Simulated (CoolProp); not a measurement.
R407C along the isotherm 406.3 K: Z from the reference equation and from simpler models built on Tc = 359.3 K, pc = 46.32 bar, ω = 0.363; each cubic takes its own stable root.

The numbers come from the reference Helmholtz-energy equation of state, Lemmon 2003 in CoolProp. It is a pseudo-pure fit of the blend.

```csv
p (bar),phase,reference
42.1,gas,0.7625
84.2,supercritical,0.4989
126,supercritical,0.4643
168,supercritical,0.5323
211,supercritical,0.6161
253,supercritical,0.7005
295,supercritical,0.7849
337,supercritical,0.8687
379,supercritical,0.9516
421,supercritical,1.033
463,supercritical,1.115
```

Q: How far does each simpler model (van der Waals, Redlich-Kwong, Soave-Redlich-Kwong, Peng-Robinson) lie from the reference over these 11 states: mean and median of the absolute difference, and the worst?

A: 
- van der Waals: mean 26.5 %, median 32.3 %, worst +36.0 % at 406.3 K and 463 bar
- Redlich-Kwong: mean 7.1 %, median 7.9 %, worst +9.8 % at 406.3 K and 168 bar
- Soave-Redlich-Kwong: mean 12.6 %, median 12.3 %, worst +20.4 % at 406.3 K and 126 bar
- Peng-Robinson: mean 3.7 %, median 2.0 %, worst +11.3 % at 406.3 K and 126 bar
